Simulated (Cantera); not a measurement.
**Equilibrium for hydrogen reduction and annealing atmospheres: Fe2O3 + H2 + N2**

Feed: 1 mol Fe2O3, 0.79 mol H2, 5.1 mol N2, at 33.0 Pa.

These are equilibrium values from Cantera (NASA tables, ideal gas, pure condensed phases), not measurements of a reactor. Candidate condensed phases: Fe, FeO, Fe(OH)2, Fe(OH)3, Fe2O3, Fe3O4, H2O; 27 gas species. Mutual solubility and eutectic melting of coexisting phases are not modelled. The tables' stoichiometric FeO is somewhat more stable than real wüstite, so its field is too wide. FeO: taken at fixed stoichiometry. The numbers say what is thermodynamically allowed, not how fast it happens.

```csv
T (K),log p N2,log p H2O,log p Fe,log p O2,log p FeO,n FeO(s),n Fe3O4(s),n FeO(l)
1098,-3.54,-4.38,-13.84,-15.28,<-15,1.25,0.251,0
1173,-3.54,-4.37,-12.66,-13.55,-14.47,1.27,0.242,0
1248,-3.54,-4.37,-11.62,-12.03,-13.12,1.29,0.236,0
1323,-3.54,-4.37,-10.70,-10.68,-11.93,1.30,0.232,0
1398,-3.54,-4.36,-9.88,-9.48,-10.87,1.31,0.228,0
1473,-3.54,-4.36,-9.15,-8.39,-9.92,1.32,0.226,0
1548,-3.54,-4.36,-8.50,-7.41,-9.07,1.33,0.222,0
1623,-3.54,-4.36,-7.91,-6.52,-8.30,1.37,0.210,0
1698,-3.55,-4.37,-7.46,-5.57,-7.62,0,0.116,1.65
1773,-3.55,-4.38,-6.80,-5.24,-7.01,0,0,2.00
1848,-3.56,-4.39,-6.06,-5.21,-6.46,0,0,1.98
1923,-3.57,-4.42,-5.41,-5.12,-5.95,0,0,1.91
1998,-3.59,-4.47,-4.86,-4.93,-5.48,0,0,1.66
```
log p: log10 of the partial pressure in bar; n: condensed amount in mol.

From 1098 K to 1623 K the condensed part is FeO(s) + Fe3O4(s). At 1698 K the condensed part is FeO(l) + Fe3O4(s). From 1773 K to 1998 K the condensed part is FeO(l).
